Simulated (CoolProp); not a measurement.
A simple Rankine cycle with R236EA: condensing at 293.15 K, boiler at 1.89 MPa, turbine inlet 383.8 K, turbine efficiency 0.8, pump efficiency 0.6, no recuperator. Each further row changes one setting.

Model: reference Helmholtz-energy equation of state, Rui 2013, in CoolProp.

```
case                             thermal efficiency (%)  net work (kJ/kg)  heat in (kJ/kg)  turbine exit temperature (K)  volume ratio over the turbine
-------------------------------  ----------------------  ----------------  ---------------  ----------------------------  -----------------------------
as stated                                          13.4              28.8              215                         324.3                           13.4
turbine inlet 403.8 K                              13.4              32.3              241                         348.6                           12.2
condensing temperature 285.15 K                    14.5              32.7              225                         319.1                           17.9
boiler pressure 1.32 MPa                           12.0              27.1              227                         339.1                           8.20
turbine efficiency 0.7                             11.6              25.0              215                         328.5                           13.6
```
